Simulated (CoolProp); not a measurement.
The numbers come from the reference Helmholtz-energy equation of state, Gao 2016 in CoolProp.

**Question.** For sulfur dioxide, give the phase and the density (kg/m³), cp (kJ/(kg K)), Joule-Thomson coefficient (K/MPa), fugacity coefficient at 344.5 K and 3.45 MPa.

**Answer.** 
- 344.5 K and 3.45 MPa: liquid; density 1230, cp 1.49, Joule-Thomson coefficient -0.0163, fugacity coefficient 0.378
